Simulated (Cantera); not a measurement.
A perfectly stirred reactor is fed with CH3OH : O2 : N2 = 1 : 1.74 : 6.56 (molar parts), equivalence ratio 0.86, at 760 Torr; it is adiabatic with a 625 K inlet, and is followed from long to short residence time, starting on the burning branch (τ in s: 0.055, 0.029, 0.015, 0.008, 0.0042, 0.0022, 0.0012, 0.00062, 0.00032, 0.00017, 9e-05, 4.7e-05).

Cantera simulation using GRI-Mech 3.0 (53 species, 325 reactions); the numbers are that mechanism's predictions, not measurements. GRI-Mech 3.0 was tuned for natural gas; its chemistry of methanol as a main component is partial and can be far from experiment.

Q: What does this change do: 0.73 parts H2O added?

A: 
```json
[
 {"quantity": "blow-out, bracketed by the residence times tried", "before": "burning at 47.0 µs, the shortest tried", "after": "burning at 90.0 µs, out at 47.0 µs"},
 {"quantity": "x(CH3OH) at τ = 55.0 ms", "before": "1.10e-6", "after": "1.50e-6"},
 {"quantity": "x(O2) at τ = 55.0 ms", "before": "0.0266", "after": "0.0243"},
 {"quantity": "x(NO) at τ = 55.0 ms", "before": "0.00180", "after": "0.000623"},
 {"quantity": "x(O) at τ = 55.0 ms", "before": "0.000881", "after": "0.000526"},
 {"quantity": "x(CH4) at τ = 55.0 ms", "before": "3.97e-8", "after": "6.21e-8"},
 {"quantity": "x(CH3OH) at τ = 1.20 ms", "before": "2.16e-5", "after": "2.60e-5"},
 {"quantity": "x(O2) at τ = 1.20 ms", "before": "0.0347", "after": "0.0319"},
 {"quantity": "x(NO) at τ = 1.20 ms", "before": "8.97e-5", "after": "3.99e-5"},
 {"quantity": "x(O) at τ = 1.20 ms", "before": "0.00346", "after": "0.00253"},
 {"quantity": "x(CH4) at τ = 1.20 ms", "before": "3.61e-7", "after": "4.86e-7"}
]
```

Q: What does this change do: N2 6.56 to 9.2 parts?

A: 
| quantity | before | after |
|---|---|---|
| blow-out, bracketed by the residence times tried | burning at 47.0 µs, the shortest tried | burning at 0.170 ms, out at 90.0 µs |
| x(CH3OH) at τ = 55.0 ms | 1.10e-6 | 2.38e-6 |
| x(O2) at τ = 55.0 ms | 0.0266 | 0.0205 |
| x(NO) at τ = 55.0 ms | 0.00180 | 0.000176 |
| x(O) at τ = 55.0 ms | 0.000881 | 0.000383 |
| x(CH4) at τ = 55.0 ms | 3.97e-8 | 3.29e-8 |
| x(CH3OH) at τ = 1.20 ms | 2.16e-5 | 3.13e-5 |
| x(O2) at τ = 1.20 ms | 0.0347 | 0.0273 |
| x(NO) at τ = 1.20 ms | 8.97e-5 | 2.68e-5 |
| x(O) at τ = 1.20 ms | 0.00346 | 0.00237 |
| x(CH4) at τ = 1.20 ms | 3.61e-7 | 6.04e-7 |
